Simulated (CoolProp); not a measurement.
Aqueous propylene glycol as a coolant, at 21 °C, 1 atm.

Computed with CoolProp (Melinder's fits for secondary coolants).

```
mass %  freezing point (°C)  Prandtl number  viscosity (mPa s)  density (kg/m³)  conductivity (W/(m K))
------  -------------------  --------------  -----------------  ---------------  ----------------------
2.5                    -0.5            7.63               1.08             1000                   0.587
7.4                    -2.0            9.37               1.28             1004                   0.559
12.2                   -3.7            11.4               1.50             1008                   0.533
17                     -5.8            13.9               1.77             1012                   0.508
21.8                   -8.1            17.2               2.10             1016                   0.484
26.7                  -10.8            21.3               2.52             1020                   0.461
31.5                  -13.8            26.5               3.03             1025                   0.438
36.3                  -17.3            33.0               3.65             1029                   0.417
41.2                  -21.7            41.0               4.40             1033                   0.396
46                    -26.9            50.6               5.27             1036                   0.376
50.8                  -33.4            62.0               6.29             1039                   0.357
55.7                  -41.4            76.2               7.52             1041                   0.338
```
